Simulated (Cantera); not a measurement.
Carbothermic reduction: SiO2 + C + H2

Input: 1 mol SiO2, 6.8 mol C, 2.6 mol H2, at 1948 K.

Cantera equilibrium calculation (NASA polynomials, part measured and part estimated; ideal gas, pure solids and liquids). Candidate condensed phases: C, C6H6, C7H8, C8H18, H2O, Si, SiC, SiO2; 123 gas species. Equilibrium is a limit: real reactors are often held back by kinetics, nucleation or transport.

```csv
P (Pa),x H2,x CO,x H,x Si,x SiO,x CH4,x H2O,x SiC2,n C(graphite),n SiC(s)
10,0.496,0.409,0.0796,0.0105,0.00337,1.21e-8,2.95e-9,0.000337,3.88,0.929
52,0.535,0.422,0.0363,0.00201,0.00348,7.29e-8,1.71e-8,6.49e-5,3.84,0.973
270,0.552,0.428,0.0162,0.000387,0.00352,4.03e-7,9.24e-8,1.25e-5,3.83,0.982
1400,0.559,0.430,0.00714,7.47e-5,0.00354,2.14e-6,4.88e-7,2.41e-6,3.83,0.983
7200,0.562,0.431,0.00316,1.45e-5,0.00354,1.11e-5,2.53e-6,4.68e-7,3.83,0.984
37000,0.564,0.431,0.00139,2.83e-6,0.00355,5.75e-5,1.30e-5,9.11e-8,3.83,0.984
190000,0.564,0.431,0.000616,5.50e-7,0.00355,0.000296,6.70e-5,1.77e-8,3.83,0.984
1000000,0.562,0.432,0.000268,1.05e-7,0.00355,0.00155,0.000352,3.37e-9,3.82,0.984
```
x: gas mole fraction; n: condensed amount in mol.

From 10.0 Pa to 10.0 bar the condensed part is C(graphite) + SiC(s). The main Si-bearing gas is Si at 10.0 Pa and SiO at 10.0 bar.
